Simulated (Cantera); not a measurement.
## Adiabatic ignition

An adiabatic, constant-volume homogeneous reactor starts with 8.81 % CH4, 1.06 % C2H6, 15.2 % O2, 57.3 % N2, 17.6 % CO2, equivalence ratio 1.4, at 1273 K and 1.60 bar.

Model: GRI-Mech 3.0 (53 species, 325 reactions), integrated in Cantera.

| t (s) | T (K) | P (bar) | x CH4 | x C2H6 | x O2 | x NO2 | x C2H4 | x O |
|---|---|---|---|---|---|---|---|---|
| 1.00e-5 | 1273 | 1.60 | 0.0881 | 0.0106 | 0.152 | <1e-12 | 4.12e-8 | 5.01e-10 |
| 2.14e-5 | 1273 | 1.60 | 0.0881 | 0.0106 | 0.152 | <1e-12 | 2.18e-7 | 1.12e-9 |
| 4.59e-5 | 1273 | 1.60 | 0.0881 | 0.0106 | 0.152 | <1e-12 | 1.08e-6 | 2.56e-9 |
| 9.83e-5 | 1273 | 1.60 | 0.0881 | 0.0106 | 0.152 | <1e-12 | 5.38e-6 | 6.53e-9 |
| 0.000211 | 1273 | 1.60 | 0.0881 | 0.0105 | 0.152 | <1e-12 | 2.95e-5 | 2.04e-8 |
| 0.000451 | 1274 | 1.60 | 0.0879 | 0.0104 | 0.152 | <1e-12 | 0.000178 | 6.09e-8 |
| 0.000966 | 1279 | 1.61 | 0.0868 | 0.00984 | 0.151 | <1e-12 | 0.000876 | 1.40e-7 |
| 0.00207 | 1501 | 1.93 | 0.0589 | 0.00318 | 0.120 | 1.45e-11 | 0.00777 | 9.80e-6 |
| 0.00443 | 2596 | 3.51 | <1e-12 | <1e-12 | 0.00248 | 2.19e-7 | <1e-12 | 0.000610 |
| 0.00950 | 2591 | 3.50 | <1e-12 | <1e-12 | 0.00234 | 3.54e-7 | <1e-12 | 0.000582 |
| 0.0203 | 2591 | 3.50 | <1e-12 | <1e-12 | 0.00232 | 3.70e-7 | <1e-12 | 0.000578 |
| 0.0436 | 2591 | 3.50 | <1e-12 | <1e-12 | 0.00232 | 3.71e-7 | <1e-12 | 0.000578 |
| 0.0934 | 2591 | 3.50 | <1e-12 | <1e-12 | 0.00232 | 3.71e-7 | <1e-12 | 0.000578 |
| 0.200 | 2591 | 3.50 | <1e-12 | <1e-12 | 0.00232 | 3.71e-7 | <1e-12 | 0.000578 |
x: mole fraction; the columns are a selection and need not sum to one.

```yaml
time_of_steepest_temperature_rise: 2.14 ms
temperature at 0.200 s: 2591 K
equilibrium_temperature: 2591 K
x(CH4) at 0.200 s: <1e-12 (gas-phase equilibrium <1e-12)
x(C2H6) at 0.200 s: <1e-12 (gas-phase equilibrium <1e-12)
x(O2) at 0.200 s: 0.00232 (gas-phase equilibrium 0.00232)
```
